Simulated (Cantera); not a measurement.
An adiabatic, constant-pressure homogeneous reactor starts with CH₄ : C₂H₆ : O₂ : N₂ : CO₂ = 2.8 : 0.071 : 3.75 : 12 : 1.7 (molar parts), equivalence ratio 1.6, at 1223 K and 56000 Pa.

Model: GRI-Mech 3.0 (53 species, 325 reactions), integrated in Cantera.

Question: Predict: time of steepest temperature rise; temperature at 6.00 s; equilibrium temperature; x(O₂) at 6.00 s; x(HCO) at 6.00 s; x(H₂O₂) at 6.00 s.

Answer: time of steepest temperature rise: 33.2 ms
temperature at 6.00 s: 2466 K
equilibrium temperature: 2466 K
x(O₂) at 6.00 s: 0.000553 (gas-phase equilibrium 0.000553)
x(HCO) at 6.00 s: 7.54e-8 (gas-phase equilibrium 7.54e-8)
x(H₂O₂) at 6.00 s: 2.25e-8 (gas-phase equilibrium 2.25e-8)
